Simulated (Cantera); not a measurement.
An adiabatic, constant-volume homogeneous reactor starts with CO : H2 : O2 : N2 = 1 : 0.19 : 0.248 : 0.932 (molar parts), equivalence ratio 2.4, at 1650 K and 6.71 atm.

Detailed kinetics in Cantera: GRI-Mech 3.0 (53 species, 325 reactions). The hydrogen kinetics of GRI-Mech 3.0 are dated; newer H2 mechanisms differ, most at raised pressure. Above 3000 K some thermodynamic fits are extrapolated.

One state of this run: T (K) = 3142; P (bar) = 11.9; x CO = 0.322; x H2 = 0.0179; x O2 = 0.00468; x N2O = 8.97e-7; x OH = 0.0114; x NO = 0.00620. x: mole fraction; the columns are a selection and need not sum to one.

Problem. Which value of t (s) does it belong to?
(A) 1.00e-6
(B) 4.19e-6
(C) 1.76e-5
(D) 0.00129

Solution. D, 0.00129
